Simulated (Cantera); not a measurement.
Input (Python, Cantera):

```python
import numpy as np
import cantera as ct

gas = ct.Solution("gri30.yaml")
gas.TPX = 1648, 101325, {'H2': 1, 'O2': 1.22, 'N2': 4.59, 'H2O': 0.4}
reactor = ct.IdealGasReactor(gas, energy="on", clone=False)
net = ct.ReactorNet([reactor])
net.rtol, net.atol = 1e-08, 1e-16
show = ['H2', 'O2', 'H2O', 'NO', 'HO2', 'OH', 'H']
times = np.geomspace(2e-06, 0.2, 14)

steps = ct.SolutionArray(gas, extra=["t"])
rows = []
print(f"{'t/s':>10s}{'T/K':>9s}{'P/Pa':>11s}" + "".join(f"{s:>11s}" for s in show))
for t in times:
    while net.time < t:
        t_next = net.step()
        steps.append(gas.state, t=t_next)
    rows.append([np.interp(t, steps.t, y) for y in (steps.T, steps.P, *steps(*show).X.T)])
    print(f"{t:10.3e}{rows[-1][0]:9.1f}{rows[-1][1]:11.4g}" + "".join(f"{x:11.3e}" for x in rows[-1][2:]))
rate = np.gradient(steps.T, steps.t)
print("integrator steps:", len(steps.t))
if steps.T.max() > steps.T[0] + 200:
    print(f"time of steepest temperature rise: {steps.t[rate.argmax()]:.4e} s")
gas.TPX = 1648, 101325, {'H2': 1, 'O2': 1.22, 'N2': 4.59, 'H2O': 0.4}
gas.equilibrate("UV")
print(f"equilibrium (UV): T = {gas.T:.1f} K  " + "  ".join(f"{s} {gas[s].X[0]:.3e}" for s in show))
```

Output:

```
       t/s      T/K       P/Pa         H2         O2        H2O         NO        HO2         OH          H
 2.000e-06   1648.0  1.013e+05  1.387e-01  1.692e-01  5.548e-02  6.428e-14  1.633e-06  1.504e-06  4.677e-06
 4.849e-06   1648.1  1.013e+05  1.383e-01  1.690e-01  5.574e-02  6.630e-12  9.403e-06  6.565e-05  1.982e-04
 1.176e-05   1785.9   1.09e+05  2.244e-02  1.024e-01  1.427e-01  3.176e-06  4.146e-05  1.933e-02  4.169e-02
 2.850e-05   2174.1  1.294e+05  1.536e-02  9.803e-02  1.632e-01  2.977e-05  2.070e-05  2.591e-02  1.812e-02
 6.910e-05   2480.0  1.447e+05  7.998e-03  9.916e-02  1.819e-01  1.208e-04  1.272e-05  2.420e-02  5.249e-03
 1.675e-04   2592.6  1.502e+05  4.699e-03  1.006e-01  1.902e-01  4.213e-04  1.580e-05  2.025e-02  2.183e-03
 4.062e-04   2595.0  1.503e+05  4.581e-03  1.003e-01  1.905e-01  1.130e-03  1.592e-05  2.001e-02  2.094e-03
 9.848e-04   2592.4  1.501e+05  4.551e-03  9.957e-02  1.907e-01  2.755e-03  1.573e-05  1.983e-02  2.066e-03
 2.388e-03   2587.1  1.497e+05  4.489e-03  9.805e-02  1.910e-01  6.123e-03  1.535e-05  1.948e-02  2.010e-03
 5.789e-03   2578.7  1.492e+05  4.393e-03  9.568e-02  1.915e-01  1.134e-02  1.478e-05  1.893e-02  1.923e-03
 1.403e-02   2572.3  1.488e+05  4.319e-03  9.388e-02  1.919e-01  1.530e-02  1.435e-05  1.852e-02  1.859e-03
 3.403e-02   2571.1  1.487e+05  4.306e-03  9.356e-02  1.919e-01  1.601e-02  1.427e-05  1.844e-02  1.848e-03
 8.249e-02   2571.1  1.487e+05  4.306e-03  9.356e-02  1.920e-01  1.602e-02  1.427e-05  1.844e-02  1.848e-03
 2.000e-01   2571.1  1.487e+05  4.306e-03  9.356e-02  1.920e-01  1.602e-02  1.427e-05  1.844e-02  1.848e-03
integrator steps: 1057
time of steepest temperature rise: 1.0416e-05 s
equilibrium (UV): T = 2571.1 K  H2 4.306e-03  O2 9.356e-02  H2O 1.920e-01  NO 1.602e-02  HO2 1.427e-05  OH 1.844e-02  H 1.848e-03
```

Model: GRI-Mech 3.0 (53 species, 325 reactions), integrated in Cantera.
